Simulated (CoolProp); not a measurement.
Cyclohexane along the isobar 5530 kPa: density (kg/m³) from the reference equation and from simpler models built on Tc = 553.6 K, pc = 4081 kPa, ω = 0.209; each cubic takes its own stable root.

Values from CoolProp's reference Helmholtz-energy equation of state, Zhou 2014.

```
T (K)          phase  reference
-----  -------------  ---------
477.5         liquid      590.1
486.2         liquid      578.0
494.8         liquid      565.3
503.5         liquid      551.7
512.2         liquid      537.1
520.8         liquid      521.4
529.5         liquid      503.8
538.2         liquid      484.1
546.8         liquid      461.5
555.5  supercritical      433.6
564.2  supercritical      396.6
572.9  supercritical      341.0
```

Q: How far does each simpler model (Redlich-Kwong, Soave-Redlich-Kwong, Peng-Robinson) lie from the reference over these 12 states: mean and median of the absolute difference, and the worst?

A: 
- Redlich-Kwong: mean 13.4 %, median 13.4 %, worst -15.6 % at 555.5 K and 5530 kPa
- Soave-Redlich-Kwong: mean 12.4 %, median 12.1 %, worst -16.7 % at 564.2 K and 5530 kPa
- Peng-Robinson: mean 3.8 %, median 3.0 %, worst -9.1 % at 572.9 K and 5530 kPa
